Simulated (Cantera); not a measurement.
An isothermal plug-flow reactor at 650 K and 750 Torr (inlet), inlet velocity 4.6 m/s, active area per volume 2300 1/m; feed H₂ : O₂ : N₂ = 0.023 : 0.14 : 0.79 (molar parts).

Detailed kinetics in Cantera: Deutschmann's 1995 Pt surface mechanism with GRI-Mech 3.0 gas chemistry. Catalytic surfaces can have several steady states; this one follows from the mechanism file's or the stated starting coverage. Mass transfer to the wall is taken as infinitely fast.

Task: Predict: x(H₂) at z = 0.019 m; x(O₂) at z = 0.019 m; x(H₂O) at z = 0.019 m; θ(free Pt) at the exit; θ(O*) at the exit; θ(OH*) at the exit.

Result: 
```json
{
  "x(H₂) at z = 0.019 m": "0.000233",
  "x(O₂) at z = 0.019 m": "0.137",
  "x(H₂O) at z = 0.019 m": "0.0242",
  "θ(free Pt) at the exit": "0.00420",
  "θ(O*) at the exit": "0.993",
  "θ(OH*) at the exit": "0.00284"
}
```
